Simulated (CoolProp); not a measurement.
Vapour-liquid equilibrium of methanol (1) + ethanol (2) at 334.5 K; x and y are mole fractions of (1).

Computed with CoolProp (multi-fluid Helmholtz-energy mixture model, de Reuck 1993 and Schroeder 2014; pair parameters Bell 2016).

Question: Give the bubble pressure and the first vapour's composition at x = 0.65, 0.8, 0.95. Is there an azeotrope?

Answer: x = 0.65: 0.07469 MPa, y = 0.764; x = 0.8: 0.08083 MPa, y = 0.877; x = 0.95: 0.08727 MPa, y = 0.972. No azeotrope shows between x = 0.05 and 0.95.

The pair parameters rest on a limited set of measurements; away from them the model extrapolates.
